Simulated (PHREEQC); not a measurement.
H2SO4 is added in steps, without added water, to 1 kg of water holding 0.082 mol/kgw BaBr2, at 20 °C. O2 is buffered at 0.21 atm. The system is closed to CO2. The run lets Barite precipitate or redissolve, and no other solid.

Base run: PHREEQC, ion-association model, wateq4f.dat. Each further column changes one thing. The table gives S in solution (mol/kgw).

```csv
H2SO4 added (mol),base,diluted 10-fold with water,BaBr2 from 0.082 to 0.164 mol/kgw,BaBr2 from 0.082 to 0.0902 mol/kgw
0,0,0,0,0
0.0002625,5.63e-8,8.06e-8,5.16e-8,5.57e-8
0.000525,5.65e-8,…,…,5.59e-8
0.0007875,5.68e-8,8.48e-8,5.19e-8,5.61e-8
0.00105,5.70e-8,8.72e-8,5.20e-8,5.64e-8
0.001313,5.72e-8,…,…,5.66e-8
0.001575,5.75e-8,9.23e-8,5.23e-8,5.68e-8
0.001837,5.77e-8,9.52e-8,…,5.70e-8
0.0021,5.80e-8,9.84e-8,5.26e-8,5.72e-8
```

Q: What belongs in the gaps?

A: 
- 0.000525, diluted 10-fold with water: 8.27e-8
- 0.000525, BaBr2 from 0.082 to 0.164 mol/kgw: 5.17e-8
- 0.001313, diluted 10-fold with water: 8.96e-8
- 0.001313, BaBr2 from 0.082 to 0.164 mol/kgw: 5.22e-8
- 0.001837, BaBr2 from 0.082 to 0.164 mol/kgw: 5.25e-8
